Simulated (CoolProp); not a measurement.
Properties of isobutane along the isobar 4690 kPa (Tc = 407.8 K, pc = 3629 kPa, ω = 0.184).

Computed with CoolProp (reference Helmholtz-energy equation of state, Bücker 2006).

| T (K) | phase | expansivity (1/kK) | Prandtl number |
|---|---|---|---|
| 230.1 | liquid | 1.575 | 6.27 |
| 251.5 | liquid | 1.690 | 5.33 |
| 272.8 | liquid | 1.838 | 4.70 |
| 294.2 | liquid | 2.036 | 4.26 |
| 315.5 | liquid | 2.311 | 3.93 |
| 336.9 | liquid | 2.722 | 3.68 |
| 358.2 | liquid | 3.387 | 3.46 |
| 379.5 | liquid | 4.668 | 3.27 |

Viscosity comes from a separate model (Vogel 2000). Thermal conductivity comes from a separate model (Perkins 2002).
